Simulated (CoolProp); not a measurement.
R143a along the isotherm 500 K: Z from the reference equation and from simpler models built on Tc = 345.9 K, pc = 3.762 MPa, ω = 0.261; each cubic takes its own stable root.

Model: reference Helmholtz-energy equation of state, Lemmon and Jacobsen 2000, in CoolProp.

| p (MPa) | phase | reference | Redlich-Kwong | Peng-Robinson |
|---|---|---|---|---|
| 0.0297 | gas | 0.9993 | 0.9991 | 0.9992 |
| 0.0564 | gas | 0.9986 | 0.9983 | 0.9985 |
| 0.107 | gas | 0.9973 | 0.9969 | 0.9971 |
| 0.203 | gas | 0.9950 | 0.9941 | 0.9945 |
| 0.384 | gas | 0.9905 | 0.9888 | 0.9896 |
| 0.728 | gas | 0.9820 | 0.9788 | 0.9804 |
| 1.38 | gas | … | … | 0.9636 |
| 2.62 | gas | 0.9359 | 0.9247 | … |
| 4.96 | supercritical | … | … | 0.8848 |
| 9.4 | supercritical | 0.8055 | 0.7805 | 0.8298 |

Question: What belongs in the gaps?

Answer: 
- 1.38, reference: 0.9659
- 1.38, Redlich-Kwong: 0.9599
- 2.62, Peng-Robinson: 0.9334
- 4.96, reference: 0.8827
- 4.96, Redlich-Kwong: 0.8626
